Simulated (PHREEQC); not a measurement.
# Nickel, zinc or cadmium bath (model solution)

Dissolve 0.028 mol/kgw CdSO4, 0.03 mol/kgw KCl and 0.2 mol/kgw MnSO4 at 12 °C. Closed to the air; pH follows from the charge balance.

The numbers come from PHREEQC with the ion-association model, wateq4f.dat.

Precipitation was switched off in this run.

Question: What pH, ionic strength, activity of water does the model give?

Answer: pH 6.28; ionic strength 0.515 mol/kgw; activity of water 0.993.

Question: In which forms is S present?

Answer: SO4-2 49 %, MnSO4 36 %, Cd(SO4)2-2 8.6 %, CdSO4 4.1 %, KSO4- 1.4 % of the S.

Complexes and solids missing from the database can't appear. At this temperature some constants are extrapolated from 25 °C, and those without enthalpy data are left unchanged.
